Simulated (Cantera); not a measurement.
A perfectly stirred reactor is fed with 54.3 % CH4, 45.7 % H2O, at 950000 Pa; it is held at 1873 K, and followed from long to short residence time.

Detailed kinetics in Cantera: GRI-Mech 3.0 (53 species, 325 reactions).

**Question.** Predict: x(CH4) at τ = 0.910 s; x(H2O) at τ = 0.910 s; x(CH2O) at τ = 0.910 s; x(CH2) at τ = 0.910 s; x(C2H) at τ = 0.910 s; x(CH4) at τ = 39.0 ms; x(H2O) at τ = 39.0 ms; x(CH2O) at τ = 39.0 ms; x(CH2) at τ = 39.0 ms; x(C2H) at τ = 39.0 ms.

**Answer.** 
```
Item                     Result
----------------------  -------
x(CH4) at τ = 0.910 s    0.0301
x(H2O) at τ = 0.910 s    0.0304
x(CH2O) at τ = 0.910 s  6.74e-7
x(CH2) at τ = 0.910 s   4.98e-8
x(C2H) at τ = 0.910 s   6.55e-8
x(CH4) at τ = 39.0 ms    0.0555
x(H2O) at τ = 39.0 ms     0.142
x(CH2O) at τ = 39.0 ms  1.41e-6
x(CH2) at τ = 39.0 ms   1.54e-7
x(C2H) at τ = 39.0 ms   2.13e-7
```
